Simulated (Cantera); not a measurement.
Input: 1 mol CCl4, 0.4 mol CH4, 17 mol H2, held at 3175 K and 1.90e-5 bar.

Equilibrium computed with Cantera from the NASA thermochemical tables; the gas is ideal and each condensed phase is pure. Candidate condensed phases: C, C6H6, C7H8, C8H18; 91 gas species. The numbers say what is thermodynamically allowed, not how fast it happens.

Base state: H 0.868, Cl 0.0976, C 0.0340, H2 0.000208, C2 7.02e-5, HCl 3.46e-5 (mole fractions); condensed: gas only.

Problem. What changes in the equilibrium state with this change: CCl4 replaced by c-C4F8?

Solution. 
```csv
species,before,after
H,0.868,0.741
F,0,0.163
C,0.0340,0.0908
Cl,0.0976,0
HF,0,0.00399
CF,0,0.000188
```
The feed counts by its element totals alone.
